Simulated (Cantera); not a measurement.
Input (Python, Cantera):

```python
import numpy as np
import cantera as ct

gas = ct.Solution("SiF4_NH3_mec.yaml", "gas")
gas.TPX = 1623, 101325, {'NH3': 5.6, 'H2': 8.5}
reactor = ct.IdealGasConstPressureReactor(gas, energy="off", clone=False)
net = ct.ReactorNet([reactor])
net.rtol, net.atol = 1e-08, 1e-18
show = ['NH3', 'H2', 'NH2', 'N2H4', 'N2H2', 'NH', 'N']
times = np.geomspace(2e-06, 7, 11)

steps = ct.SolutionArray(gas, extra=["t"])
rows = []
print(f"{'t/s':>10s}{'T/K':>9s}{'P/Pa':>11s}" + "".join(f"{s:>11s}" for s in show))
for t in times:
    while net.time < t:
        t_next = net.step()
        steps.append(gas.state, t=t_next)
    rows.append([np.interp(t, steps.t, y) for y in (steps.T, steps.P, *steps(*show).X.T)])
    print(f"{t:10.3e}{rows[-1][0]:9.1f}{rows[-1][1]:11.4g}" + "".join(f"{x:11.3e}" for x in rows[-1][2:]))
rate = np.gradient(steps.T, steps.t)
print("integrator steps:", len(steps.t))
if steps.T.max() > steps.T[0] + 200:
    print(f"time of steepest temperature rise: {steps.t[rate.argmax()]:.4e} s")
gas.TPX = 1623, 101325, {'NH3': 5.6, 'H2': 8.5}
gas.equilibrate("TP")
print(f"equilibrium (TP): T = {gas.T:.1f} K  " + "  ".join(f"{s} {gas[s].X[0]:.3e}" for s in show))
```

It prints:

```
       t/s      T/K       P/Pa        NH3         H2        NH2       N2H4       N2H2         NH          N
 2.000e-06   1623.0  1.013e+05  3.972e-01  6.028e-01  6.412e-08  2.250e-14  9.662e-15  1.689e-13  1.701e-18
 9.025e-06   1623.0  1.013e+05  3.972e-01  6.028e-01  2.928e-07  1.183e-12  7.785e-13  5.452e-12  5.445e-16
 4.072e-05   1623.0  1.013e+05  3.972e-01  6.028e-01  1.325e-06  3.377e-11  4.042e-11  1.245e-10  7.144e-14
 1.838e-04   1623.0  1.013e+05  3.972e-01  6.028e-01  5.963e-06  7.397e-10  1.173e-09  2.584e-09  7.034e-12
 8.292e-04   1623.0  1.013e+05  3.971e-01  6.028e-01  2.545e-05  1.369e-08  2.523e-08  4.708e-08  5.481e-10
 3.742e-03   1623.0  1.013e+05  3.970e-01  6.029e-01  5.472e-05  6.335e-08  1.320e-07  2.163e-07  5.348e-09
 1.688e-02   1623.0  1.013e+05  3.964e-01  6.033e-01  5.555e-05  6.531e-08  1.365e-07  2.233e-07  5.612e-09
 7.619e-02   1623.0  1.013e+05  3.936e-01  6.051e-01  5.523e-05  6.455e-08  1.347e-07  2.223e-07  5.596e-09
 3.438e-01   1623.0  1.013e+05  3.813e-01  6.130e-01  5.382e-05  6.130e-08  1.272e-07  2.180e-07  5.525e-09
 1.551e+00   1623.0  1.013e+05  3.339e-01  6.434e-01  4.823e-05  4.922e-08  9.987e-08  2.003e-07  5.216e-09
 7.000e+00   1623.0  1.013e+05  2.107e-01  7.225e-01  3.255e-05  2.242e-08  4.315e-08  1.453e-07  4.086e-09
integrator steps: 552
equilibrium (TP): T = 1623.0 K  NH3 1.319e-05  H2 8.578e-01  NH2 2.378e-09  N2H4 1.203e-16  N2H2 2.001e-14  NH 1.248e-11  N 4.157e-13
```

Detailed kinetics in Cantera: the gas-phase N/H chemistry of the illustrative SiF4/NH3 mechanism in the Surface Chemkin manual (1991). Walls and surfaces, which speed up NH3 decomposition in real reactors, are not modelled.
